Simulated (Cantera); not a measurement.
Cantera with NASA thermochemical tables; ideal gases at 1 bar, condensed phases pure. Values are per mole of reaction as written; species without (g) are pure solids or liquids, kept so even where they would boil at 1 bar.

5 NO2(g) + 2 Nb = Nb2O5 + 5 NO(g), with ΔH° = -1614.1 kJ and ΔS° = -82.4 J/K at 300 K.

Problem. How far is the shortcut ΔG° ≈ ΔH°(300 K) − T·ΔS°(300 K) from the full temperature-dependent value at 2298, 2348, 2398, 2448, 2498, 2548, 2598 K?

Solution. 
| T (K) | shortcut (kJ) | full (kJ) | difference (kJ) | difference in log10 K | condensed phases |
|---|---|---|---|---|---|
| 2298 | -1424.8 | -1544.8 | 120.0 | -2.73 | Nb(s), Nb2O5(l) |
| 2348 | -1420.7 | -1547.2 | 126.5 | -2.81 | Nb(s), Nb2O5(l) |
| 2398 | -1416.6 | -1549.6 | 133.0 | -2.90 | Nb(s), Nb2O5(l) |
| 2448 | -1412.4 | -1552.1 | 139.7 | -2.98 | Nb(s), Nb2O5(l) |
| 2498 | -1408.3 | -1554.7 | 146.3 | -3.06 | Nb(s), Nb2O5(l) |
| 2548 | -1404.2 | -1557.3 | 153.1 | -3.14 | Nb(s), Nb2O5(l) |
| 2598 | -1400.1 | -1559.9 | 159.8 | -3.21 | Nb(s), Nb2O5(l) |
The shortcut ignores heat capacities and the phase changes listed.
